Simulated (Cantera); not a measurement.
Diamond growth

A diamond (100) surface in a fixed gas of H2 with x(CH4) = 0.016, x(H) = 0.00062, x(CH3) = 0.00013, 9.75 Torr; coverages are run to steady state.

Computed with Cantera and the Harris–Goodwin 1993 mechanism for the reconstructed diamond (100) surface.

```
T (K)  growth (µm/h)  θ c6HH  θ c6H*  θ c6*H   θ c6**    θ c6HM
-----  -------------  ------  ------  ------  -------  --------
950            0.450   0.571  0.0123   0.293  0.00521    0.0903
1000           0.370   0.565  0.0169   0.346  0.00772    0.0463
1050           0.225   0.549  0.0219   0.392   0.0106    0.0172
1100           0.132   0.525  0.0269   0.426   0.0136   0.00543
1150          0.0972   0.499  0.0317   0.449   0.0163   0.00166
1200          0.0909   0.478  0.0363   0.465   0.0188  0.000523
1250          0.0868   0.462  0.0407   0.475   0.0209  0.000168
1300          0.0666   0.452  0.0449   0.480   0.0225   5.51e-5
1350          0.0372   0.447  0.0487   0.480   0.0236   1.91e-5
1400          0.0168   0.446  0.0522   0.477   0.0241   7.26e-6
```
θ: site fractions in the mechanism's names (c6HH fully hydrogenated, c6H* and c6*H radical sites, c6** diradical, c6HM methylated).
